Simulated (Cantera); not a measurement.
Predominance diagram of Sr at 800 K against the partial pressures of O2 and Cl2 (log10, bar). Source: NASA polynomial tables (part measured, part estimated), evaluated in Cantera. Candidates: Sr(s), SrCl2(s), SrO(s). Only these pure phases compete in this equilibrium. Not in the tables: the peroxide, oxide halides.

```
log p(Cl2) \ log p(O2)
        columns: -28, -26.5, -25.1, -23.6, -22.1, -20.6, -19.2, -17.7, -16.2, -14.7, -13.3, -11.8, -10.3, -8.8, -7.4, -5.9, -4.4, -2.9, -1.5, 0
      0  A A A A A A A A A A A A A A A A A A A A
     -5  A A A A A A A A A A A A A A A A A A A A
    -10  A A A A A A A A A A A A A A A A A A A A
    -15  A A A A A A A A A A A A A A A A B B B B
    -20  A A A A A A A A A B B B B B B B B B B B
    -25  A A A B B B B B B B B B B B B B B B B B
    -30  B B B B B B B B B B B B B B B B B B B B
    -35  B B B B B B B B B B B B B B B B B B B B
    -40  B B B B B B B B B B B B B B B B B B B B
    -45  B B B B B B B B B B B B B B B B B B B B
```

A: SrCl2(s); B: SrO(s).
